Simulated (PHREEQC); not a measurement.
KOH is added in steps, without added water, to 1 kg of water holding 2.9 mmol/kgw Pb(NO3)2, at 25 °C. Oxygen is held at 0.21 atm. CO2 from the air is kept out. Precipitation was switched off in this run.

Base run: PHREEQC, ion-association model, wateq4f.dat. Each further column changes one thing. The table gives Pb+2 (mol/kgw).

| KOH added (mol) | base | Debye-Hückel limiting law | Davies equation for every ion | metal-ligand complexes left out | all activity coefficients set to 1 |
|---|---|---|---|---|---|
| 0 | 0.00274 | 0.00274 | 0.00274 | 0.00289 | 0.00267 |
| 0.00052 | 0.00228 | 0.00228 | 0.00228 | 0.00240 | 0.00222 |
| 0.00117 | 0.00179 | 0.00179 | 0.00179 | 0.00189 | 0.00175 |
| 0.00169 | 0.00142 | 0.00142 | 0.00142 | 0.00150 | [?] |
| 0.00234 | 0.000966 | 0.000968 | 0.000965 | 0.00102 | 0.000939 |
| 0.00286 | 0.000610 | 0.000611 | 0.000609 | [?] | 0.000590 |
| 0.00351 | 0.000181 | 0.000182 | 0.000181 | 0.000191 | [?] |
| 0.00403 | 1.19e-6 | 1.22e-6 | 1.19e-6 | 1.20e-6 | 1.01e-6 |
| 0.00468 | 1.51e-7 | 1.55e-7 | 1.51e-7 | 1.51e-7 | 1.21e-7 |
| 0.0052 | 8.07e-8 | 8.31e-8 | 8.07e-8 | 8.07e-8 | 6.28e-8 |

**Question.** Complete the blanks.

**Answer.** 
- 0.00169, all activity coefficients set to 1: 0.00138
- 0.00286, metal-ligand complexes left out: 0.000644
- 0.00351, all activity coefficients set to 1: 0.000172

In at least one series the solution becomes supersaturated in solids that the run did not let form, among them Litharge.
